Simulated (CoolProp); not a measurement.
Properties of isopentane along the isotherm 352.1 K.

Values from CoolProp's reference Helmholtz-energy equation of state, Lemmon 2006. It is a short technical equation, of lower accuracy than the large ones.

```tsv
p (MPa)	phase	density (kg/m³)	cv (kJ/(kg K))	isothermal compressibility (1/MPa)	expansivity (1/kK)
0.0534	gas	1.334	1.792	18.98	2.968
0.0863	gas	2.174	1.795	11.85	3.053
0.139	gas	3.550	1.801	7.465	3.198
0.225	gas	5.888	1.811	4.736	3.466
0.364	gas	9.946	1.831	3.081	4.013
0.588	liquid	555.5	1.927	0.004836	2.250
0.95	liquid	556.5	1.927	0.004743	2.222
1.53	liquid	558.0	1.927	0.004601	2.178
2.48	liquid	560.4	1.927	0.004389	2.113
4.01	liquid	564.1	1.927	0.004091	2.019
6.47	liquid	569.5	1.928	0.003696	1.892
10.5	liquid	577.4	1.929	0.003205	1.730
16.9	liquid	588.3	1.932	0.002665	1.542
```
